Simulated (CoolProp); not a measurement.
Properties of R21 along the isotherm 199.85 °C.

Model: reference Helmholtz-energy equation of state, Platzer 1990, in CoolProp. This equation is an older, rougher fit.

```
p (MPa)  phase  cp (kJ/(kg K))  cv (kJ/(kg K))  Joule-Thomson coefficient (K/MPa)
-------  -----  --------------  --------------  ---------------------------------
0.00836    gas          0.7341          0.6531                              10.17
0.0135     gas          0.7343          0.6532                              10.17
0.0218     gas          0.7346          0.6533                              10.17
0.0353     gas          0.7351          0.6535                              10.18
0.057      gas          0.7359          0.6538                              10.19
0.092      gas          0.7372          0.6543                              10.20
0.149      gas          0.7394          0.6551                              10.23
0.24       gas          0.7430          0.6565                              10.27
0.388      gas          0.7489          0.6587                              10.33
0.627      gas          0.7590          0.6622                              10.44
1.01       gas          0.7766          0.6680                              10.63
1.64       gas          0.8102          0.6779                              10.97
2.64       gas          0.8815          0.6946                              11.58
```
